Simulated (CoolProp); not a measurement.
A single-stage vapour-compression cycle with chloromethane (R40): evaporating at 268.15 K (dew point), condensing at 317.15 K (bubble point), superheat 5 K, subcooling 2 K, compressor efficiency 0.65, no pressure losses. Each further row changes one setting.

Computed with CoolProp (reference Helmholtz-energy equation of state, Thol 2014).

```csv
case,cooling COP,pressure ratio,discharge temperature (K),refrigerating effect (kJ/kg),volumetric capacity (kJ/m³)
as stated,___,4.47,408.3,336,1710
evaporating temperature 273.15 K,___,3.73,396.9,339,2040
condensing temperature 312.15 K,___,3.93,___,345,1750
subcooling 7 K,3.04,4.47,408.3,345,1750
superheat 15 K,2.92,4.47,421.4,345,1680
compressor efficiency 0.55,2.51,4.47,427.9,336,1710
```

Task: What belongs in the gaps?

Result: 
- as stated, cooling COP: 2.97
- evaporating temperature 273.15 K, cooling COP: 3.43
- condensing temperature 312.15 K, cooling COP: 3.37
- condensing temperature 312.15 K, discharge temperature (K): 396.0
